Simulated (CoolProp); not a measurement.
Vapour-liquid equilibrium of ethanol (1) + isohexane (2) at 183.95 °C; x and y are mole fractions of (1).

Values from CoolProp's multi-fluid Helmholtz-energy mixture model, Schroeder 2014 and Lemmon 2006; pair parameters Bell 2016.

```json
[
 {"x": "0.05", "bubble pressure (kPa)": "1827", "y at the bubble point": "0.106", "dew pressure at overall composition x (kPa)": "1722", "liquid density (mol/L)": "5.326"},
 {"x": "0.125", "bubble pressure (kPa)": "2061", "y at the bubble point": "0.223", "dew pressure at overall composition x (kPa)": "1863", "liquid density (mol/L)": "5.471"},
 {"x": "0.2", "bubble pressure (kPa)": "2242", "y at the bubble point": "0.309", "dew pressure at overall composition x (kPa)": "2014", "liquid density (mol/L)": "5.647"},
 {"x": "0.275", "bubble pressure (kPa)": "2378", "y at the bubble point": "0.377", "dew pressure at overall composition x (kPa)": "2171", "liquid density (mol/L)": "5.868"},
 {"x": "0.35", "bubble pressure (kPa)": "2478", "y at the bubble point": "0.435", "dew pressure at overall composition x (kPa)": "2325", "liquid density (mol/L)": "6.149"},
 {"x": "0.425", "bubble pressure (kPa)": "2548", "y at the bubble point": "0.487", "dew pressure at overall composition x (kPa)": "2462", "liquid density (mol/L)": "6.507"},
 {"x": "0.5", "bubble pressure (kPa)": "2590", "y at the bubble point": "0.536", "dew pressure at overall composition x (kPa)": "2561", "liquid density (mol/L)": "6.956"},
 {"x": "0.575", "bubble pressure (kPa)": "2609", "y at the bubble point": "0.583", "dew pressure at overall composition x (kPa)": "2607", "liquid density (mol/L)": "7.506"},
 {"x": "0.65", "bubble pressure (kPa)": "2604", "y at the bubble point": "0.631", "dew pressure at overall composition x (kPa)": "2596", "liquid density (mol/L)": "8.160"},
 {"x": "0.725", "bubble pressure (kPa)": "2574", "y at the bubble point": "0.683", "dew pressure at overall composition x (kPa)": "2536", "liquid density (mol/L)": "8.922"},
 {"x": "0.8", "bubble pressure (kPa)": "2516", "y at the bubble point": "0.743", "dew pressure at overall composition x (kPa)": "2445", "liquid density (mol/L)": "9.798"},
 {"x": "0.875", "bubble pressure (kPa)": "2422", "y at the bubble point": "0.817", "dew pressure at overall composition x (kPa)": "2339", "liquid density (mol/L)": "10.80"},
 {"x": "0.95", "bubble pressure (kPa)": "2281", "y at the bubble point": "0.914", "dew pressure at overall composition x (kPa)": "2228", "liquid density (mol/L)": "11.95"}
]
```

y crosses x between x = 0.575 and 0.65: the model has an azeotrope there.

Pair parameters are fitted to limited data, so mixtures are less certain than the pure fluids.
